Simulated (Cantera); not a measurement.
## Ignition delay

Mixture: 10.8 % H2, 13.1 % O2, 76.1 % N2, equivalence ratio 0.41, at 760 Torr, adiabatic and at constant pressure. Ignition delay is the time to a rise of 400 K.

Cantera simulation using GRI-Mech 3.0 (53 species, 325 reactions); the numbers are that mechanism's predictions, not measurements. Below about 950 K walls govern HO2 and H2O2 in real vessels. Where the delays flatten at high temperature, the 400 K rule measures the pace of heat release, not the induction time.

```csv
T0 (K),delay (ms)
898,468
973,0.941
1048,0.221
1123,0.122
1198,0.0850
1273,0.0679
1348,0.0602
1423,0.0578
1498,0.0588
```
